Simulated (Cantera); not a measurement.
Feed: 1 mol HF, 0.44 mol SO2, 0.62 mol H2O, at 1527 °C and 2.10 mbar.

Method: chemical equilibrium by Gibbs-energy minimisation in Cantera with the NASA 1993 tables (ideal gas, pure condensed phases). Candidate condensed phases: H2O, H2SO4, S; 43 gas species. The numbers say what is thermodynamically allowed, not how fast it happens.

Base state: HF 0.483, H2O 0.292, SO2 0.211, H2 0.00594, O2 0.00334, OH 0.00196, SO 0.00158, H 0.000602 (mole fractions); condensed: gas only.

**Question.** What changes in the equilibrium state with this change: pressure from 2.10 mbar to 26.0 mbar?

**Answer.** 
```json
[
 {"species": "HF", "before": "0.483", "after": "0.484"},
 {"species": "H2O", "before": "0.292", "after": "0.297"},
 {"species": "SO2", "before": "0.211", "after": "0.212"},
 {"species": "H2", "before": "0.00594", "after": "0.00261"},
 {"species": "O2", "before": "0.00334", "after": "0.00144"},
 {"species": "O", "before": "0.000154", "after": "2.87e-5"},
 {"species": "H", "before": "0.000602", "after": "0.000114"},
 {"species": "SO3", "before": "5.88e-6", "after": "1.37e-5"},
 {"species": "SO", "before": "0.00158", "after": "0.000687"}
]
```
